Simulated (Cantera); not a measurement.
Input: 1 mol AlN, 880 mol H2, at 1748.15 K and 8100 Pa.

Cantera equilibrium calculation (NASA polynomials, part measured and part estimated; ideal gas, pure solids and liquids). Candidate condensed phases: Al, AlN; 13 gas species. The numbers say what is thermodynamically allowed, not how fast it happens.

Base state: H2 0.999, H 0.000803, Al 0.000288, N2 0.000166, AlH 4.32e-5 (mole fractions); condensed: AlN(s).

Task: What changes in the equilibrium state with this change: pressure from 8100 Pa to 100000 Pa?

Result: 
```
species        before     after
-----------  --------  --------
H2              0.999     1.000
H            0.000803  0.000229
Al           0.000288   2.13e-5
N2           0.000166   1.62e-5
AlH           4.32e-5   1.12e-5
AlN(s), mol     0.708     0.971
```
